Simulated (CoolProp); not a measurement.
A simple Rankine cycle with isobutene: condensing at 328.15 K, boiler at 2.91 MPa, turbine inlet 548.8 K, turbine efficiency 0.9, pump efficiency 0.8, no recuperator. Each further row changes one setting.

Model: reference Helmholtz-energy equation of state, Lemmon 2005, in CoolProp. It is a short technical equation, of lower accuracy than the large ones.

| case | thermal efficiency (%) | net work (kJ/kg) | heat in (kJ/kg) | turbine exit temperature (K) | volume ratio over the turbine |
|---|---|---|---|---|---|
| as stated | 11.4 | 88.6 | 778 | 500.5 | 4.13 |
| condensing temperature 320.15 K | 12.7 | 101 | 798 | 494.4 | 5.02 |
| boiler pressure 2.04 MPa | 8.8 | 69.5 | 790 | 513.4 | 2.88 |
| turbine efficiency 0.8 | 10.1 | 78.2 | 778 | 504.9 | 4.17 |
